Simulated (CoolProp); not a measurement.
Vapour pressure (kPa) of ethylbenzene: the reference equation beside estimates from Tc = 617.1 K, pc = 3622 kPa, ω = 0.304. Clausius-Clapeyron is anchored at 446.4 K with a constant enthalpy of vaporisation of 33.02 kJ/mol.

Values from CoolProp's reference Helmholtz-energy equation of state, Zhou 2012.

```
T (K)  reference  Lee-Kesler  Clausius-Clapeyron  van der Waals  Soave-Redlich-Kwong  Peng-Robinson
-----  ---------  ----------  ------------------  -------------  -------------------  -------------
439        211.2       212.2               214.6          787.9                212.0          211.0
442.7      229.7       230.9               231.4          821.9                230.7          229.4
446.4      249.3       250.8               249.3          856.7                250.6          249.0
450.1      270.2       272.0               268.2          892.5                271.9          269.9
453.8      292.4       294.6               288.2          929.3                294.5          292.2
457.5      315.9       318.5               309.3          967.0                318.5          315.8
461.1      340.2       343.2               331.0           1005                343.3          340.1
464.8      366.6       370.1               354.5           1044                370.3          366.7
468.5      394.5       398.4               379.3           1085                398.8          394.7
472.2      424.1       428.4               405.3           1127                429.1          424.4
475.9      455.2       460.1               432.7           1169                461.0          455.8
479.6      488.1       493.5               461.5           1213                494.7          488.9
483.3      522.7       528.6               491.7           1258                530.2          523.8
487        559.1       565.6               523.3           1303                567.6          560.6
```

Absolute difference from the reference over all 14 rows, mean and median: Lee-Kesler 0.9 and 0.9 %, Clausius-Clapeyron 3.1 and 3.0 %, van der Waals 194.9 and 190.1 %, Soave-Redlich-Kwong 0.9 and 1.0 %, Peng-Robinson 0.1 and 0.1 %.
